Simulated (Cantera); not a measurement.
Thermodynamics of chemical vapour transport, feed B + HCl

Feed: 1 mol B, 1.8 mol HCl, at 1025 K and 54.0 mbar.

Method: chemical equilibrium by Gibbs-energy minimisation in Cantera with the NASA 1993 tables (ideal gas, pure condensed phases). Candidate condensed phases: B; 13 gas species. Gases not in the tables: BHCl₂. Rates play no part.

x(H₂): 0.525
x(BCl₃): 0.350
x(HCl): 0.125
x(BCl₂): 3.12e-6
n(B(s)): 0.464 mol
gas amount: 1.532 mol
